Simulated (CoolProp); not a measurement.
Vapour-liquid equilibrium of R143a (1) + R1234yf (2) at 241.1 K; x and y are mole fractions of (1).

Computed with CoolProp (multi-fluid Helmholtz-energy mixture model, Lemmon and Jacobsen 2000 and Lemmon 2022; pair parameters Bell 2016).

```tsv
x	bubble pressure, mixture model (bar)	bubble pressure, Raoult's law (bar)	y, mixture model	y, Raoult's law
0.05	…	0.9566	…	0.103
0.125	1.057	1.037	0.245	0.238
0.2	1.144	1.118	0.358	0.354
0.275	1.229	1.198	0.453	0.454
0.35	1.311	1.279	0.536	0.541
0.425	1.392	1.360	0.609	0.618
0.5	1.471	1.440	…	0.687
0.575	1.548	1.521	0.734	0.748
0.65	…	1.601	0.788	0.803
0.725	1.701	1.682	0.839	0.852
0.8	…	1.763	0.886	0.898
0.875	1.852	1.843	…	0.939
0.95	…	1.924	0.973	0.977
```

### Question
What belongs in the gaps?

### Answer

- 0.05, bubble pressure, mixture model (bar): 0.9658
- 0.05, y, mixture model: 0.109
- 0.5, y, mixture model: 0.675
- 0.65, bubble pressure, mixture model (bar): 1.625
- 0.8, bubble pressure, mixture model (bar): 1.776
- 0.875, y, mixture model: 0.931
- 0.95, bubble pressure, mixture model (bar): 1.927

The largest gap from Raoult's law is +2.6 % in bubble pressure, at x = 0.275. No azeotrope shows between x = 0.05 and 0.95.

Pair parameters are fitted to limited data, so mixtures are less certain than the pure fluids.
